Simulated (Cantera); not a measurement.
# Thermodynamics of silicon epitaxy and polysilicon growth, feed Si₂H₆ + N₂

Input: 1 mol Si₂H₆, 7.8 mol N₂, held at 1125 K and 8600 Pa.

Cantera equilibrium calculation (NASA polynomials, part measured and part estimated; ideal gas, pure solids and liquids). Candidate condensed phases: Si, Si₃N₄; 18 gas species. The feed counts by its element totals alone. N₂ is the only nitrogen source here; it is nearly inert below about 1500 K, so the nitride shown seldom forms there in practice. Kinetics and transport are ignored.

The x(N₂) is 0.683. The x(H₂) comes out as 0.317. The x(NH₃) is 3.52e-6 and the n(Si₃N₄(s)) is 0.667 mol. The gas amount is 9.467 mol and the log10 activity of Si(s) (absent) is -4.93.
